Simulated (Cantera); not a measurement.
A Cantera script and what it prints.

```python
import numpy as np
import cantera as ct

gas_names = [...]  # 50 gases of nasa_gas.yaml made of F, H, Mg, N, O
cond_names = """
    H2O(s) H2O(L) Mg(cr) Mg(L) MgF2(s) MgF2(L) MgO(s) MgO(L) MgO2H2(s)
""".split()


# ... load() reads the species with a 1 bar reference pressure and builds the phases ...
atoms = {
    'MgO': {'Mg': 1, 'O': 1},
    'HF': {'H': 1, 'F': 1},
    'N2': {'N': 2},
}
top_T = {}  # K; cautious upper limits of use, not melting points


# ... equilibrate(T, P, feed) seeds the gas with the atoms and calls Mixture.equilibrate('TP', solver="vcs", rtol=1e-11, max_steps=5000) ...
results = []
feed = {'MgO': 1, 'HF': 25, 'N2': 6.4}  # mol
T = 1575  # K
for P in [1, 4.2, 18, 75, 320, 1300, 5600, 24000, 100000]:
    mix = equilibrate(T, P, feed)
    results.append((T, P, feed, dict(zip(mix.species_names, mix.species_moles))))

top = {s: max(r[3][s] / sum(r[3][g] for g in gas_names) for r in results) for s in gas_names}
cols = sorted((s for s in top if top[s] > 1e-06), key=lambda s: -top[s])[:5]
seen = [c for c in cond_names if any(r[3].get(c, 0) > 1e-12 for r in results)]
print("log10 of partial pressures in bar; condensed amounts in mol")
print(f"{'P/Pa':>10s}" + "".join(f"{s[:9]:>10s}" for s in cols + seen))
for T, P, feed, n in results:
    ng = sum(n[g] for g in gas_names)
    print(f"{P:10.4g}" + "".join(f"{np.log10(max(n[s] / ng * P / 1e5, 1e-99)):10.3f}" for s in cols)
          + "".join(f"{n.get(c, 0):10.4g}" for c in seen))
```

Output:

```
log10 of partial pressures in bar; condensed amounts in mol
      P/Pa        HF        N2       H2O      MgF2        H2   MgF2(L)    MgO(s)
         1    -5.132    -5.691    -6.569    -6.540    -7.821         0   0.08799
       4.2    -4.508    -5.068    -5.939    -5.922    -7.390         0    0.1022
        18    -3.876    -4.436    -5.304    -5.293    -6.959         0    0.1099
        75    -3.256    -3.816    -4.681    -4.675    -6.539         0    0.1142
       320    -2.626    -3.186    -4.050    -4.046    -6.113         0    0.1167
      1300    -2.014    -2.570    -3.378    -3.694    -5.661    0.5195         0
      5600    -1.375    -1.930    -2.738    -3.694    -5.229    0.8898         0
   2.4e+04    -0.741    -1.297    -2.104    -3.694    -4.801    0.9744         0
     1e+05    -0.121    -0.677    -1.484    -3.694    -4.381    0.9939         0
```

Equilibrium computed with Cantera from the NASA thermochemical tables; the gas is ideal and each condensed phase is pure.
